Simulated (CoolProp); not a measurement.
Vapour pressure (MPa) of sulfur hexafluoride: the reference equation beside estimates from Tc = 45.6 °C, pc = 3.755 MPa, ω = 0.210. Clausius-Clapeyron is anchored at -5.35 °C with a constant enthalpy of vaporisation of 12.81 kJ/mol.

Model: reference Helmholtz-energy equation of state, Guder 2009, in CoolProp.

```
T (°C)  reference  Lee-Kesler  Clausius-Clapeyron  Redlich-Kwong
------  ---------  ----------  ------------------  -------------
-32.15     0.4562      0.4646              0.5679         0.6097
-25.45     0.5759      0.5858              0.6751         0.7488
-18.75     0.7176      0.7287              0.7952         0.9087
-12.05     0.8837      0.8956              0.9289          1.091
-5.35       1.077       1.089               1.077          1.296
1.35        1.299       1.311               1.239          1.526
8.05        1.554       1.565               1.416          1.782
14.75       1.844       1.854               1.609          2.066
21.45       2.172       2.182               1.817          2.378
28.15       2.544       2.552               2.041          2.720
34.75       2.956       2.964               2.277          3.086
```

Absolute difference from the reference over all 11 rows, mean and median: Lee-Kesler 1.0 and 0.9 %, Clausius-Clapeyron 13.0 and 12.7 %, Redlich-Kwong 18.1 and 17.5 %.
